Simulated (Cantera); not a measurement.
Feed: 1 mol Al, 2.5 mol N₂O, 48 mol H₂, at 1698.15 K and 10000 Pa.

These are equilibrium values from Cantera (NASA tables, ideal gas, pure condensed phases), not measurements of a reactor. Candidate condensed phases: Al, AlN, Al₂O₃, H₂O; 35 gas species. Rates play no part.

Task: What is the equilibrium state?

Result: 
| Item | Value |
|---|---|
| x(H₂) | 0.930 |
| x(N₂) | 0.0495 |
| x(H₂O) | 0.0198 |
| x(H) | 0.000442 |
| n(Al₂O₃(s)) | 0.500 mol |
| gas amount | 50.51 mol |
| log10 activity of Al(l) (absent) | -7.84 |
